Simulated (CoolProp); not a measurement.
Saturated liquid density (kg/m³) of o-xylene: the reference equation beside estimates from Tc = 630.3 K, pc = 3.737 MPa, ω = 0.312. Rackett uses Z = 0.29056 − 0.08775 ω.

Model: reference Helmholtz-energy equation of state, Zhou 2012, in CoolProp.

```csv
T (K),reference,Rackett,van der Waals,Redlich-Kwong,Soave-Redlich-Kwong
339.6,840.6,838.8,485.4,718.7,741.7
354.2,827.8,825.8,478.5,707.2,731.6
368.9,814.7,812.4,471.4,695.0,720.9
383.5,801.5,798.8,464.0,682.4,709.7
398.2,787.9,784.7,456.4,669.1,697.7
412.8,774.0,770.4,448.5,655.3,685.1
427.5,759.7,755.5,440.2,640.8,671.7
442.1,745.0,740.2,431.6,625.6,657.4
456.8,729.6,724.3,422.6,609.6,642.2
471.5,713.6,707.8,413.2,592.7,625.8
486.1,696.9,690.7,403.3,574.9,608.4
500.8,679.3,672.7,392.8,556.0,589.6
515.4,660.6,653.7,381.7,536.0,569.3
530.1,640.5,633.5,369.7,514.4,547.1
```

Absolute difference from the reference over all 14 rows, mean and median: Rackett 0.6 and 0.6 %, van der Waals 42.1 and 42.1 %, Redlich-Kwong 16.3 and 15.8 %, Soave-Redlich-Kwong 12.2 and 11.8 %.
